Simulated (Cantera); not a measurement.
Charge: 1 mol Fe2O3, 4.3 mol SO2, 7.8 mol O2, held at 58000 Pa.

Equilibrium computed with Cantera from the NASA thermochemical tables; the gas is ideal and each condensed phase is pure. Candidate condensed phases: Fe, FeO, FeS, FeSO4, FeS2, Fe2O3, Fe2(SO4)3, Fe3O4, S; 12 gas species. The numbers say what is thermodynamically allowed, not how fast it happens.

x: gas mole fraction; n: condensed amount in mol.

```
T (K)   x O2   x SO2    x SO3     x O      x SO     x FeO      x O3  n Fe2(SO4)3(s)  n Fe2O3(s)  n Fe3O4(s)
-----  -----  ------  -------  ------  --------  --------  --------  --------------  ----------  ----------
850    0.815  0.0170    0.168  <1e-12    <1e-12    <1e-12    <1e-12            1.00           0           0
950    0.748  0.0784    0.173     [?]    <1e-12    <1e-12  1.98e-12           0.765       0.235           0
1050   0.619   0.236    0.146     [?]  4.26e-12    <1e-12  8.32e-12               0        1.00           0
1150   0.632   0.297   0.0706     [?]  1.08e-10    <1e-12  3.58e-11               0        1.00           0
1250   0.638   0.327   0.0347     [?]   1.49e-9    <1e-12  1.21e-10               0        1.00           0
1350   0.641   0.340   0.0182     [?]   1.33e-8    <1e-12  3.38e-10               0        1.00           0
1450   0.643   0.347   0.0103     [?]   8.66e-8  2.86e-12  8.23e-10               0        1.00           0
1550   0.644   0.350  0.00625     [?]   4.40e-7  8.36e-11   1.78e-9               0        1.00           0
1650   0.644   0.352  0.00402     [?]   1.83e-6   1.60e-9   3.53e-9               0        1.00           0
1750   0.649   0.348  0.00269     [?]   6.32e-6   1.99e-8   6.54e-9               0           0       0.667
```

Question: Some entries are withheld; supply them.

Answer: 
- 950, x O: 3.61e-11
- 1050, x O: 6.91e-10
- 1150, x O: 8.68e-9
- 1250, x O: 7.26e-8
- 1350, x O: 4.44e-7
- 1450, x O: 2.11e-6
- 1550, x O: 8.24e-6
- 1650, x O: 2.73e-5
- 1750, x O: 7.91e-5
